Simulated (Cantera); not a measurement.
Feed: 1 mol SiO₂, 0.93 mol CO, 9.9 mol N₂, 3.6 mol CH₄, held at 3.00 mbar.

Cantera equilibrium calculation (NASA polynomials, part measured and part estimated; ideal gas, pure solids and liquids). Candidate condensed phases: C, C₆H₆, C₇H₈, C₈H₁₈, H₂O, Si, SiC, SiO₂, Si₂N₂O, Si₃N₄; 151 gas species. The tables' values for SiN are old estimates; treat these amounts as uncertain. The numbers say what is thermodynamically allowed, not how fast it happens. All values below are at 1752 °C.

Base state: N₂ 0.485, H₂ 0.341, CO 0.143, H 0.0205, HCN 0.00661, SiO 0.00141, Si 0.00117, HNC 0.000393 (mole fractions); condensed: C(graphite) + SiC(s).

What changes in the equilibrium state with this change: SiO₂ replaced by Fe₂O₃?


| species | before | after |
|---|---|---|
| N₂ | 0.485 | 0.423 |
| H₂ | 0.341 | 0.297 |
| CO | 0.143 | 0.169 |
| Fe | 0 | 0.0860 |
| H | 0.0205 | 0.0191 |
| SiO | 0.00141 | 0 |
| Si | 0.00117 | 0 |
| SiC₂ | 5.41e-5 | 0 |
| Si₂C | 3.55e-5 | 0 |
| SiH | 2.39e-5 | 0 |
| C(graphite), mol | 0.527 | 0.445 |
| SiC(s), mol | 0.944 | 0 |
Further candidate phases: Fe, Fe(CO)₅, FeO, Fe(OH)₂, Fe(OH)₃, Fe₂O₃, Fe₃O₄.
